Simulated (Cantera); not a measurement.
An isothermal, constant-pressure homogeneous reactor starts with 0.495 % C2H6, 99.0 % N2, 0.544 % H2O, at 1950 K and 2800 Pa.

Detailed kinetics in Cantera: GRI-Mech 3.0 (53 species, 325 reactions). GRI-Mech 3.0 stops at C3 and has no aromatics, soot or wall deposition, so with more carbon than oxygen in the feed, carbon stays in small species such as C2H2 where larger ones or solid carbon would form. Radical loss at walls, strong at low pressure, is not modelled.

x: mole fraction; the columns are a selection and need not sum to one.

```csv
t (s),x C2H6,x CH4,x H,x HCN,x C2H4
3.00e-6,0.00477,1.19e-7,5.53e-7,<1e-12,5.82e-8
1.58e-5,0.00408,3.15e-6,6.70e-6,2.32e-11,2.53e-6
8.35e-5,0.00171,6.66e-5,0.000310,1.10e-7,0.000244
0.000440,8.44e-6,0.000423,0.00128,4.19e-5,0.00136
0.00232,7.90e-8,0.000330,0.000613,0.000119,0.000115
0.0122,6.01e-9,0.000151,0.000335,0.000161,4.98e-6
0.0646,1.42e-9,9.58e-5,0.000253,0.000199,1.15e-6
0.341,9.24e-10,[?],0.000271,[?],[?]
1.80,2.35e-10,[?],[?],[?],[?]
9.48,<1e-12,6.52e-7,0.000678,0.00109,7.45e-9
50.0,<1e-12,1.78e-8,0.000908,0.00109,7.12e-9
```

Q: Some entries are withheld; supply them.

A: 
- 0.341, x CH4: 8.21e-5
- 0.341, x HCN: 0.000305
- 0.341, x C2H4: 6.86e-7
- 1.80, x CH4: 3.98e-5
- 1.80, x H: 0.000367
- 1.80, x HCN: 0.000666
- 1.80, x C2H4: 1.53e-7
